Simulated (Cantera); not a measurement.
Cantera with NASA thermochemical tables; ideal gases at 1 bar, condensed phases pure. Values are per mole of reaction as written; species without (g) are pure solids or liquids, kept so even where they would boil at 1 bar.

Ni3S4 + Ni = 4 NiS, with ΔH° = -50.4 kJ and ΔS° = -4.4 J/K at 300 K.

**Question.** How far is the shortcut ΔG° ≈ ΔH°(300 K) − T·ΔS°(300 K) from the full temperature-dependent value at 548, 573, 598 K?

**Answer.** 
| T (K) | shortcut (kJ) | full (kJ) | difference (kJ) | difference in log10 K |
|---|---|---|---|---|
| 548 | -47.9 | -47.5 | -0.4 | 0.04 |
| 573 | -47.8 | -47.3 | -0.6 | 0.05 |
| 598 | -47.7 | -47.0 | -0.7 | 0.06 |
The shortcut ignores the heat-capacity change of the reaction.
